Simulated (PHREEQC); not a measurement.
A made-up water analysis in mmol/kgw, 20 °C, pH 3.21: Na 64.1; K 3.15; Ca 1.49; Mg 8.55; Cl 6.77; S(6) 40.7; Si 0.735.

Valence states are taken as typed.

The numbers come from PHREEQC with the Pitzer model, pitzer.dat.

```yaml
ionic_strength: 0.138 mol/kgw
specific_conductance: 7540 µS/cm
density: 1.004 g/cm³
osmotic_coefficient: 0.814
total_alkalinity: -1.63 meq/kg
charge_balance_error: 0.5 %
```

```
species  molality  activity   log γ
-------  --------  --------  ------
Na+        0.0641    0.0478  -0.127
SO4-2      0.0399    0.0113  -0.548
Mg+2      0.00855   0.00214  -0.602
Cl-       0.00677   0.00505  -0.128
K+        0.00315   0.00232  -0.133
Ca+2      0.00149  0.000305  -0.689
```

Precipitation was switched off in this run.
